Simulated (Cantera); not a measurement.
An adiabatic, constant-volume homogeneous reactor starts with 7.29 % CH4, 0.299 % C2H6, 4.96 % C3H8, 18.4 % O2, 69.1 % N2, equivalence ratio 2.2, at 1800 K and 0.740 atm.

Computed with Cantera and GRI-Mech 3.0 (53 species, 325 reactions). GRI-Mech 3.0 was tuned for natural gas; its chemistry of propane as a main component is partial and can be far from experiment. Above 3000 K some thermodynamic fits are extrapolated.

Predict: time of steepest temperature rise; temperature at 0.200 s; equilibrium temperature; x(N2O) at 0.200 s; x(OH) at 0.200 s; x(H) at 0.200 s.


| Quantity | Result |
|---|---|
| time of steepest temperature rise | 22.7 µs |
| temperature at 0.200 s | 2869 K |
| equilibrium temperature | 2869 K |
| x(N2O) at 0.200 s | 5.11e-8 (gas-phase equilibrium 5.11e-8) |
| x(OH) at 0.200 s | 0.00543 (gas-phase equilibrium 0.00543) |
| x(H) at 0.200 s | 0.0339 (gas-phase equilibrium 0.0339) |
